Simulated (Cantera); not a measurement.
A closed system holds: 1 mol SiH4, 5.1 mol NH3, 1.5 mol H2, equilibrated at 898 K and 13300 Pa.

Cantera equilibrium calculation (NASA polynomials, part measured and part estimated; ideal gas, pure solids and liquids). Candidate condensed phases: Si, Si3N4; 18 gas species. Kinetics and transport are ignored.

Q: What is the equilibrium state?

A: x(H2): 0.855
x(N2): 0.144
x(NH3): 4.94e-5
n(Si3N4(s)): 0.333 mol
gas amount: 13.03 mol
log10 activity of Si(s) (absent): -7.52
